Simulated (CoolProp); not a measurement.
Vapour-liquid equilibrium of R134a (1) + R245fa (2) at 322.9 K; x and y are mole fractions of (1).

Computed with CoolProp (multi-fluid Helmholtz-energy mixture model, Tillner-Roth 1994 and Akasaka 2015; pair parameters Akasaka 2014).

| x | bubble pressure (MPa) | y at the bubble point | dew pressure at overall composition x (MPa) | liquid density (mol/L) |
|---|---|---|---|---|
| 0.05 | 0.3856 | 0.146 | 0.3555 | 9.542 |
| 0.125 | 0.4517 | 0.314 | 0.3785 | 9.661 |
| 0.2 | 0.5182 | 0.441 | 0.4046 | [?] |
| 0.275 | 0.5852 | [?] | 0.4344 | 9.888 |
| 0.35 | 0.6531 | 0.622 | 0.4688 | 9.997 |
| 0.425 | 0.7219 | 0.690 | 0.5088 | 10.10 |
| 0.5 | 0.7920 | 0.748 | 0.5559 | 10.21 |
| 0.575 | 0.8635 | 0.798 | [?] | 10.31 |
| 0.65 | 0.9368 | 0.842 | 0.6798 | 10.40 |
| 0.725 | 1.012 | 0.882 | 0.7629 | 10.50 |
| 0.8 | 1.090 | 0.918 | 0.8667 | 10.59 |
| 0.875 | 1.170 | 0.951 | 0.9984 | 10.68 |
| 0.95 | 1.253 | 0.981 | 1.168 | 10.76 |

Task: What belongs in the gaps?

Result: 
- 0.2, liquid density (mol/L): 9.776
- 0.275, y at the bubble point: 0.541
- 0.575, dew pressure at overall composition x (MPa): 0.6120

No azeotrope shows between x = 0.05 and 0.95.

Pair parameters are fitted to limited data, so mixtures are less certain than the pure fluids.
